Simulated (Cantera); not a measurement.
# Thermodynamics of thermal oxidation and active oxidation of silicon, feed Si + N2O + N2

Input: 1 mol Si, 0.018 mol N2O, 44 mol N2, equilibrated at 42000 Pa.

Cantera equilibrium calculation (NASA polynomials, part measured and part estimated; ideal gas, pure solids and liquids). Candidate condensed phases: Si, SiO2, Si2N2O, Si3N4; 16 gas species. Mutual solubility and eutectic melting of coexisting phases are not modelled. Equilibrium is a limit: real reactors are often held back by kinetics, nucleation or transport.

From 998 K to 1823 K the condensed part is Si2N2O(s) + Si3N4(s). At 1898 K the condensed part is Si3N4(s).

```
T (K)   x N2     x SiO      x Si     x SiN    x Si2N     x Si2  n Si2N2O(s)  n Si3N4(s)
-----  -----  --------  --------  --------  --------  --------  -----------  ----------
998     1.00    <1e-12    <1e-12    <1e-12    <1e-12    <1e-12       0.0180       0.321
1073    1.00    <1e-12    <1e-12    <1e-12    <1e-12    <1e-12       0.0180       0.321
1148    1.00    <1e-12    <1e-12    <1e-12    <1e-12    <1e-12       0.0180       0.321
1223    1.00  2.64e-12    <1e-12    <1e-12    <1e-12    <1e-12       0.0180       0.321
1298    1.00  7.21e-11    <1e-12    <1e-12    <1e-12    <1e-12       0.0180       0.321
1373    1.00   1.36e-9    <1e-12    <1e-12    <1e-12    <1e-12       0.0180       0.321
1448    1.00   1.89e-8  8.01e-12  8.40e-12    <1e-12    <1e-12       0.0180       0.321
1523    1.00   2.00e-7  1.35e-10  1.02e-10    <1e-12    <1e-12       0.0180       0.321
1598   1.000   1.70e-6   1.74e-9  9.76e-10  1.27e-11    <1e-12       0.0179       0.321
1673   1.000   1.18e-5   1.77e-8   7.60e-9  2.43e-10  1.21e-12       0.0175       0.322
1748   1.000   6.91e-5   1.47e-7   4.94e-8   3.58e-9  3.21e-11       0.0150       0.322
1823   1.000  0.000349   1.02e-6   2.75e-7   4.20e-8  6.45e-10      0.00288       0.326
1898   1.000  0.000415   6.10e-6   1.33e-6   4.03e-7   1.02e-8            0       0.327
```
x: gas mole fraction; n: condensed amount in mol.
